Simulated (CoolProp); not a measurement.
Vapour-liquid equilibrium of CHF3 (R23) (1) + C2F6 (R116) (2) at 193 K; x and y are mole fractions of (1).

Computed with CoolProp (multi-fluid Helmholtz-energy mixture model, Penoncello 2003 and Lemmon 2006; pair parameters Bell 2016).

```json
[
 {"x": "0.05", "bubble pressure, mixture model (kPa)": "109.5", "bubble pressure, Raoult's law (kPa)": "91.70", "y, mixture model": "0.204", "y, Raoult's law": "0.061"},
 {"x": "0.2", "bubble pressure, mixture model (kPa)": "139.7", "bubble pressure, Raoult's law (kPa)": "95.02", "y, mixture model": "0.437", "y, Raoult's law": "0.237"},
 {"x": "0.35", "bubble pressure, mixture model (kPa)": "150.1", "bubble pressure, Raoult's law (kPa)": "98.34", "y, mixture model": "0.516", "y, Raoult's law": "0.401"},
 {"x": "0.5", "bubble pressure, mixture model (kPa)": "153.2", "bubble pressure, Raoult's law (kPa)": "101.7", "y, mixture model": "0.557", "y, Raoult's law": "0.554"},
 {"x": "0.65", "bubble pressure, mixture model (kPa)": "153.2", "bubble pressure, Raoult's law (kPa)": "105.0", "y, mixture model": "0.594", "y, Raoult's law": "0.698"},
 {"x": "0.8", "bubble pressure, mixture model (kPa)": "148.3", "bubble pressure, Raoult's law (kPa)": "108.3", "y, mixture model": "0.660", "y, Raoult's law": "0.833"},
 {"x": "0.95", "bubble pressure, mixture model (kPa)": "127.8", "bubble pressure, Raoult's law (kPa)": "111.6", "y, mixture model": "0.847", "y, Raoult's law": "0.959"}
]
```

The largest gap from Raoult's law is +52.6 % in bubble pressure, at x = 0.35. y crosses x between x = 0.5 and 0.65: the model has an azeotrope there.

The pair parameters rest on a limited set of measurements; away from them the model extrapolates. With so large a gap from Raoult's law the liquid may split in two, which this calculation doesn't test in full.
